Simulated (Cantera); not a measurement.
## CH₃Cl + F₂ (fluorocarbon and chlorocarbon gases)

Charge: 1 mol CH₃Cl, a varied amount of F₂, at 3300 K and 0.0133 bar.

Equilibrium computed with Cantera from the NASA thermochemical tables; the gas is ideal and each condensed phase is pure. Candidate condensed phases: C, C₆H₆, C₇H₈, C₈H₁₈; 118 gas species. The tables' values for CCl are old estimates; treat these amounts as uncertain. Rates play no part.

```
n(F₂) (mol)    x H    x HF      x F   x Cl    x C₃     x H₂     x C      x CF    x HCl     x C₂
-----------  -----  ------  -------  -----  ------  -------  ------  --------  -------  -------
0.044        0.601  0.0178  0.00300  0.220  0.0571   0.0360  0.0260  0.000312   0.0197   0.0120
0.071        0.590  0.0285  0.00490  0.219  0.0569   0.0348  0.0260  0.000509   0.0193   0.0120
0.11         0.576  0.0437  0.00771  0.219  0.0566   0.0331  0.0260  0.000800   0.0188   0.0119
0.18         0.549  0.0703   0.0130  0.217  0.0560   0.0302  0.0259   0.00134   0.0178   0.0118
0.3          0.506   0.114   0.0228  0.215  0.0549   0.0256  0.0257   0.00234   0.0162   0.0117
0.48         0.444   0.172   0.0395  0.211  0.0532   0.0197  0.0254   0.00401   0.0140   0.0115
0.77         0.353   0.251   0.0722  0.204  0.0500   0.0124  0.0249   0.00718   0.0107   0.0110
1.2          0.245   0.324    0.135  0.190  0.0442  0.00598  0.0239    0.0129  0.00692   0.0101
2            0.129   0.348    0.273  0.158  0.0320  0.00167  0.0215    0.0234  0.00305  0.00816
```
x: gas mole fraction; nothing condenses.

From 0.044 mol F₂ to 2 mol F₂ nothing is condensed. The main C-bearing gas is C₃ throughout.
